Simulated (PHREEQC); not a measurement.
Dissolve 0.024 mol HNO3, 0.042 mol Al(NO3)3 and 0.00045 mol CO2 per kg of water at 25 °C. Closed to the air; pH follows from the charge balance.

Model: ion-association model, phreeqc.dat, run in PHREEQC.

| quantity | before | after |
|---|---|---|
| pH | 1.73 | 1.67 |
| HCO3- (mol/kgw) | 1.55e-8 | 1.10e-8 |
| (CO2)2 (mol/kgw) | 3.96e-9 | 3.74e-9 |

Q: Which change was made?
A) HNO3 replaced by Ca(NO3)2 at the same molality
B) temperature from 25 to 85 °C
C) HNO3 left out
D) CO2 from 0.00045 to 0.0045 mol/kgw
E) Al(NO3)3 left out

A: E, Al(NO3)3 left out

No solid was allowed to form.
